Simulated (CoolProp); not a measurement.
p-xylene at 296 K and 4.08 MPa is throttled through a valve to 1.43 MPa with no heat exchange. Each further row changes one setting.

Model: reference Helmholtz-energy equation of state, Zhou 2012, in CoolProp.

```tsv
case	temperature change (K)	final density (kg/m³)
as stated	+1.3	859
outlet pressure 0.429 MPa	+1.7	857
outlet pressure 1.86 MPa	+1.1	859
```
